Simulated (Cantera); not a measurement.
A Cantera script and its output.

```python
import numpy as np
import cantera as ct

surf = ct.Interface("ptcombust.yaml", "Pt_surf")
gas = surf.adjacent["gas"]
gas.TPX = 1125, 280000, {'CH4': 0.035, 'O2': 0.013, 'N2': 0.79}
surf.TP = 1125, 280000
reactor = ct.FlowReactor(gas, clone=False)
reactor.area = 0.0001  # m2
reactor.surface_area_to_volume_ratio = 960  # 1/m
reactor.mass_flow_rate = 3.1 * reactor.area * gas.density  # inlet velocity 3.1 m/s
reactor.energy_enabled = False
wall = ct.ReactorSurface(surf, reactor, clone=False)
net = ct.ReactorNet([reactor])
net.rtol, net.atol = 1e-8, 1e-16
show, cover = ['CH4', 'O2', 'H2O', 'CO2', 'CO'], ['PT(S)', 'H(S)', 'O(S)', 'OH(S)', 'CO(S)', 'C(S)']

rows = []
print(f"{'z/m':>9s}{'u/(m/s)':>9s}" + "".join(f"{s:>13s}" for s in show + cover))
for z in [0.00092, 0.0016, 0.0029, 0.0052, 0.0092, 0.016, 0.029, 0.052, 0.092]:
    net.advance(z)
    rows.append([reactor.speed, *gas[show].X, *surf[cover].coverages])
    print(f"{z:9.4g}{rows[-1][0]:9.3g}" + "".join(f"{x:13.4e}" for x in rows[-1][1:]))
```

Output:

```
      z/m  u/(m/s)          CH4           O2          H2O          CO2           CO        PT(S)         H(S)         O(S)        OH(S)        CO(S)         C(S)
  0.00092     3.12   3.5081e-02   8.4879e-03   7.4253e-03   3.9599e-06   6.4329e-03   3.4459e-01   3.5699e-03   1.3411e-06   2.7598e-06   2.3233e-02   6.2860e-01
   0.0016     3.12   3.3609e-02   7.1394e-03   8.6655e-03   4.4296e-06   7.8425e-03   2.6965e-01   3.5020e-03   6.4746e-07   1.5987e-06   1.7206e-02   7.0964e-01
   0.0029     3.13   3.2160e-02   5.8897e-03   9.7328e-03   4.7188e-06   9.2260e-03   2.0157e-01   3.3229e-03   2.8722e-07   8.7542e-07   1.1248e-02   7.8386e-01
   0.0052     3.13   3.0921e-02   4.8829e-03   1.0522e-02   4.8660e-06   1.0408e-02   1.4901e-01   3.0771e-03   1.2848e-07   4.8603e-07   6.9093e-03   8.4100e-01
   0.0092     3.14   2.9887e-02   4.0880e-03   1.1090e-02   4.9437e-06   1.1392e-02   1.1010e-01   2.8052e-03   5.8963e-08   2.7692e-07   4.1183e-03   8.8298e-01
    0.016     3.14   2.9032e-02   3.4638e-03   1.1494e-02   4.9929e-06   1.2205e-02   8.1865e-02   2.5347e-03   2.8016e-08   1.6284e-07   2.4351e-03   9.1316e-01
    0.029     3.14   2.8251e-02   2.9206e-03   1.1810e-02   5.0425e-06   1.2945e-02   5.9499e-02   2.2521e-03   1.2755e-08   9.3484e-08   1.3624e-03   9.3689e-01
    0.052     3.15   2.7601e-02   2.4882e-03   1.2033e-02   5.1095e-06   1.3562e-02   4.3504e-02   1.9915e-03   5.9575e-09   5.4971e-08   7.6222e-04   9.5374e-01
    0.092     3.15   2.7057e-02   2.1415e-03   1.2190e-02   5.2199e-06   1.4076e-02   3.2054e-02   1.7570e-03   2.8569e-09   3.3090e-08   4.2914e-04   9.6576e-01
```

Computed with Cantera and Deutschmann's 1995 Pt surface mechanism with GRI-Mech 3.0 gas chemistry. Catalytic surfaces can have several steady states; this one follows from the mechanism file's or the stated starting coverage. Mass transfer to the wall is taken as infinitely fast.
